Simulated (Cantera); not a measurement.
Input (Python, Cantera):

```python
import numpy as np
import cantera as ct

gas = ct.Solution("gri30.yaml")


def delay(T, t_max=10):
    gas.TPX = T, 100000, {'CO': 1, 'H2': 0.42, 'O2': 0.645, 'N2': 1.81}
    reactor = ct.IdealGasConstPressureReactor(gas, clone=False)
    net = ct.ReactorNet([reactor])
    net.rtol, net.atol = 1e-8, 1e-16
    while net.time < t_max:
        t_old, T_old = net.time, reactor.T
        net.step()
        if reactor.T > T + 400:  # ignition: a rise of 400 K
            return t_old + (T + 400 - T_old) / (reactor.T - T_old) * (net.time - t_old)
    return np.nan


taus = []
for T in [1025, 1125, 1225, 1325, 1425, 1525, 1625]:
    taus.append(delay(T))
    print(f"T0 = {T:6g} K   tau = {taus[-1]:.4e} s")
```

It prints:

```
T0 =   1025 K   tau = 2.1752e-04 s
T0 =   1125 K   tau = 8.8418e-05 s
T0 =   1225 K   tau = 5.2809e-05 s
T0 =   1325 K   tau = 3.7593e-05 s
T0 =   1425 K   tau = 3.0122e-05 s
T0 =   1525 K   tau = 2.6487e-05 s
T0 =   1625 K   tau = 2.5219e-05 s
```

Computed with Cantera and GRI-Mech 3.0 (53 species, 325 reactions). Where the delays flatten at high temperature, the 400 K rule measures the pace of heat release, not the induction time.
